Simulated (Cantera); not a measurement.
Input (Python, Cantera) and output of one run.

```python
import numpy as np
import cantera as ct

gas_names = """
    O2 CL2
""".split()
cond_names = """
    Li(L) LiCL(L) Li2O(s)
""".split()


def load(file, names, dense=False):
    # The tables refer to 1 bar. Condensed volumes are neglected.
    table = {s.name: s for s in ct.Species.list_from_file(file)}
    out = []
    for n in names:
        d = dict(table[n].input_data)
        d["thermo"] = dict(d["thermo"], **{"reference-pressure": 1e5})
        if dense:
            d["equation-of-state"] = {"model": "constant-volume", "density": "1e6 g/cm^3"}
        out.append(ct.Species.from_dict(d))
    return out


species = {s.name: s for s in load("nasa_gas.yaml", gas_names) + load("nasa_condensed.yaml", cond_names)}
T = 1050
g = {n: (s.thermo.h(T) - T * s.thermo.s(T)) / (ct.gas_constant * T * np.log(10)) for n, s in species.items()}
valid = cond_names  # the entries whose range holds T


def stable(la, lb):
    # potentials (over RT ln 10) of the two non-metals from log10 p(O2) and log10 p(CL2) in bar
    mu = {}
    mu["O"] = (g["O2"] + la) / 2
    mu["Cl"] = (g["CL2"] + lb) / 2
    cost = {}
    for n in valid:
        c = species[n].composition
        cost[n] = (g[n] - sum(c.get(e, 0) * m for e, m in mu.items())) / c["Li"]
    return min(cost, key=cost.get)


results = []
for lb in [0, -1.4, -2.8, -4.2, -5.6, -7, -8.4, -9.8, -11.2, -12.6, -14]:
    row = [stable(la, lb) for la in [-20, -18.8, -17.5, -16.2, -15, -13.8, -12.5, -11.2, -10, -8.8, -7.5, -6.2, -5, -3.8, -2.5, -1.2, 0]]
    results.append(row)
    print(f"{lb:6.1f}  " + " ".join(f"{valid.index(n):x}" for n in row))
print("key: " + ", ".join(f"{i:x} {n}" for i, n in enumerate(valid)))
```

Result:

```
   0.0  1 1 1 1 1 1 1 1 1 1 1 1 1 1 1 1 1
  -1.4  1 1 1 1 1 1 1 1 1 1 1 1 1 1 1 1 1
  -2.8  1 1 1 1 1 1 1 1 1 1 1 1 1 1 1 1 1
  -4.2  1 1 1 1 1 1 1 1 1 1 1 1 1 1 1 1 1
  -5.6  1 1 1 1 1 1 1 1 1 1 1 1 1 1 1 1 1
  -7.0  1 1 1 1 1 1 1 1 1 1 1 1 1 1 1 1 1
  -8.4  1 1 1 1 1 1 1 1 1 1 1 1 1 1 1 1 1
  -9.8  1 1 1 1 1 1 1 1 1 1 1 1 1 1 1 1 2
 -11.2  1 1 1 1 1 1 1 1 1 1 1 1 1 1 2 2 2
 -12.6  1 1 1 1 1 1 1 1 1 1 1 1 2 2 2 2 2
 -14.0  1 1 1 1 1 1 1 1 1 1 2 2 2 2 2 2 2
key: 0 Li(L), 1 LiCL(L), 2 Li2O(s)
```

Source: NASA polynomial tables (part measured, part estimated), evaluated in Cantera. Not in the tables: the peroxide.
